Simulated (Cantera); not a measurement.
What does this Cantera script print?

```python
import numpy as np
import cantera as ct

gas_names = [...]  # 123 gases of nasa_gas.yaml made of C, H, O, Si
cond_names = """
    C(gr) C6H6(L) C7H8(L) C8H18(L),n-octa H2O(s) H2O(L) Si(cr) Si(L) SiC(b) SiO2(Lqz) SiO2(hqz) SiO2(L)
""".split()


# ... load() reads the species with a 1 bar reference pressure and builds the phases ...
atoms = {
    'SiC': {'Si': 1, 'C': 1},
    'O2': {'O': 2},
    'H2': {'H': 2},
    'H2O': {'H': 2, 'O': 1},
}
top_T = {'C(gr)': 4500, 'SiC(b)': 3050}  # K; cautious upper limits of use, not melting points


# ... equilibrate(T, P, feed) seeds the gas with the atoms and calls Mixture.equilibrate('TP', solver="vcs", rtol=1e-11, max_steps=5000) ...
results = []
feed = {'SiC': 1, 'O2': 0.0047, 'H2': 1.4, 'H2O': 0.69}  # mol
P = 1200  # Pa
for T in [1323, 1373, 1423, 1473, 1523, 1573, 1623, 1673, 1723, 1773, 1823, 1873, 1923, 1973]:
    mix = equilibrate(T, P, feed)
    results.append((T, P, feed, dict(zip(mix.species_names, mix.species_moles))))
    x = sorted(zip(gas.X, gas.species_names), reverse=True)
    print(f"T = {T:g} K  P = {P:g} Pa  gas = {mix.phase_moles(0):.4g} mol")
    print("   x: " + "  ".join(f"{s} {v:.3e}" for v, s in x if v > 0.001))
    print("   condensed (mol): " + ("  ".join(f"{mix.phase(i).name} {mix.phase_moles(i):.4g}"
          for i in range(1, mix.n_phases) if mix.phase_moles(i) > 1e-12) or "none"))
```

It prints:

```
T = 1323 K  P = 1200 Pa  gas = 2.26 mol
   x: H2 9.245e-01  CO 7.535e-02
   condensed (mol): C(gr) 0.09412  SiC(b) 0.7354  SiO2(hqz) 0.2645
T = 1373 K  P = 1200 Pa  gas = 2.324 mol
   x: H2 8.993e-01  CO 1.004e-01
   condensed (mol): SiC(b) 0.7666  SiO2(hqz) 0.2327
T = 1423 K  P = 1200 Pa  gas = 2.327 mol
   x: H2 8.981e-01  CO 1.006e-01  SiO 1.232e-03
   condensed (mol): SiC(b) 0.7659  SiO2(hqz) 0.2312
T = 1473 K  P = 1200 Pa  gas = 2.338 mol
   x: H2 8.937e-01  CO 1.013e-01  SiO 4.841e-03
   condensed (mol): SiC(b) 0.7631  SiO2(hqz) 0.2256
T = 1523 K  P = 1200 Pa  gas = 2.378 mol
   x: H2 8.788e-01  CO 1.038e-01  SiO 1.724e-02
   condensed (mol): SiC(b) 0.7532  SiO2(hqz) 0.2058
T = 1573 K  P = 1200 Pa  gas = 2.51 mol
   x: H2 8.326e-01  CO 1.114e-01  SiO 5.560e-02
   condensed (mol): SiC(b) 0.7204  SiO2(hqz) 0.1401
T = 1623 K  P = 1200 Pa  gas = 2.79 mol
   x: H2 7.488e-01  CO 1.253e-01  SiO 1.253e-01
   condensed (mol): SiC(b) 0.6503
T = 1673 K  P = 1200 Pa  gas = 2.791 mol
   x: H2 7.485e-01  CO 1.253e-01  SiO 1.253e-01
   condensed (mol): SiC(b) 0.6503
T = 1723 K  P = 1200 Pa  gas = 2.791 mol
   x: H2 7.480e-01  CO 1.253e-01  SiO 1.253e-01  H 1.440e-03
   condensed (mol): SiC(b) 0.6503
T = 1773 K  P = 1200 Pa  gas = 2.793 mol
   x: H2 7.472e-01  CO 1.252e-01  SiO 1.252e-01  H 2.245e-03
   condensed (mol): SiC(b) 0.6502
T = 1823 K  P = 1200 Pa  gas = 2.795 mol
   x: H2 7.462e-01  CO 1.252e-01  SiO 1.251e-01  H 3.416e-03
   condensed (mol): SiC(b) 0.6501
T = 1873 K  P = 1200 Pa  gas = 2.797 mol
   x: H2 7.446e-01  CO 1.252e-01  SiO 1.248e-01  H 5.084e-03
   condensed (mol): SiC(b) 0.6498
T = 1923 K  P = 1200 Pa  gas = 2.802 mol
   x: H2 7.422e-01  CO 1.252e-01  SiO 1.244e-01  H 7.409e-03
   condensed (mol): SiC(b) 0.6492
T = 1973 K  P = 1200 Pa  gas = 2.808 mol
   x: H2 7.388e-01  CO 1.253e-01  SiO 1.237e-01  H 1.059e-02  Si 1.385e-03
   condensed (mol): SiC(b) 0.648
```

Cantera equilibrium calculation (NASA polynomials, part measured and part estimated; ideal gas, pure solids and liquids). Mutual solubility and eutectic melting of coexisting phases are not modelled. The tables hold silica as quartz up to 1696 K and as liquid above; real silica turns to tridymite and cristobalite and melts near 1996 K. Gases not in the tables: Si2H6 and higher silanes.
